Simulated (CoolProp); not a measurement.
Acetone along the isobar 12.7 bar: fugacity coefficient from the reference equation and from simpler models built on Tc = 235.0 °C, pc = 46.92 bar, ω = 0.307; each cubic takes its own stable root.

Model: reference Helmholtz-energy equation of state, Lemmon 2006, in CoolProp. It is a short technical equation, of lower accuracy than the large ones.

| T (°C) | phase | reference |
|---|---|---|
| -50.25 | liquid | 0.0002589 |
| -27.55 | liquid | 0.001454 |
| -4.85 | liquid | 0.005802 |
| 17.85 | liquid | 0.01792 |
| 40.55 | liquid | 0.04545 |
| 63.25 | liquid | 0.09875 |
| 85.95 | liquid | 0.1896 |
| 108.55 | liquid | 0.3286 |
| 131.25 | liquid | 0.5257 |

Task: How far does each simpler model (Redlich-Kwong, Soave-Redlich-Kwong, Peng-Robinson) lie from the reference over these 9 states: mean and median of the absolute difference, and the worst?

Result: 
- Redlich-Kwong: mean 155.4 %, median 125.1 %, worst +357.7 % at -50.25 °C and 12.7 bar
- Soave-Redlich-Kwong: mean 5.2 %, median 5.1 %, worst -12.2 % at -50.25 °C and 12.7 bar
- Peng-Robinson: mean 1.6 %, median 1.1 %, worst +3.8 % at 131.25 °C and 12.7 bar
